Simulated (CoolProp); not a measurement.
Values from CoolProp's reference Helmholtz-energy equation of state, Lemmon 2022.

Question: Give the vapour pressure (kPa), liquid cp (kJ/(kg K)), surface tension (mN/m) of saturated R1234yf at -14.65 °C.

Answer: 
| T (°C) | p (kPa) | liquid cp (kJ/(kg K)) | surface tension (mN/m) |
|---|---|---|---|
| -14.65 | 186 | 1.26 | 11.6 |

Surface tension comes from a separate correlation (Mulero 2012).
